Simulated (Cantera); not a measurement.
Ti(NMe₂)₄ + NH₃ + H₂ (titanium nitride, carbide and oxide coatings)

Feed: 1 mol Ti(NMe₂)₄, 0.27 mol NH₃, 230 mol H₂, held at 20.0 Pa.

Cantera equilibrium calculation (NASA polynomials, part measured and part estimated; ideal gas, pure solids and liquids). Candidate condensed phases: C, C₆H₆, C₇H₈, C₈H₁₈, Ti, TiC, TiN; 93 gas species. The feed counts by its element totals alone. TiC: taken at fixed stoichiometry. The numbers say what is thermodynamically allowed, not how fast it happens.

| T (K) | log p H₂ | log p H | log p N₂ | log p HCN | log p C₂H₂ (acetylene) | log p HNC | log p CN | n C(graphite) | n TiC(s) |
|---|---|---|---|---|---|---|---|---|---|
| 1550 | -3.70 | -6.35 | -5.76 | -7.56 | -8.50 | -9.27 | -12.43 | 6.96 | 1.00 |
| 1600 | -3.70 | -6.12 | -5.76 | -7.42 | -8.27 | -9.06 | -11.97 | 6.94 | 1.00 |
| 1650 | -3.71 | -5.89 | -5.77 | -7.29 | -8.05 | -8.88 | -11.54 | 6.91 | 1.00 |
| 1700 | -3.71 | -5.69 | -5.77 | -7.17 | -7.84 | -8.70 | -11.14 | 6.88 | 1.000 |
| 1750 | -3.71 | -5.49 | -5.77 | -7.06 | -7.65 | -8.53 | -10.76 | 6.83 | 1.000 |
| 1800 | -3.71 | -5.30 | -5.78 | -6.96 | -7.47 | -8.38 | -10.40 | 6.77 | 1.000 |
| 1850 | -3.72 | -5.13 | -5.78 | -6.86 | -7.30 | -8.23 | -10.06 | 6.70 | 1.000 |
| 1900 | -3.73 | -4.96 | -5.79 | -6.77 | -7.15 | -8.10 | -9.74 | 6.60 | 1.000 |
| 1950 | -3.74 | -4.81 | -5.80 | -6.69 | -7.00 | -7.98 | -9.44 | 6.47 | 1.000 |
log p: log10 of the partial pressure in bar; n: condensed amount in mol.

From 1550 K to 1950 K the condensed part is C(graphite) + TiC(s).
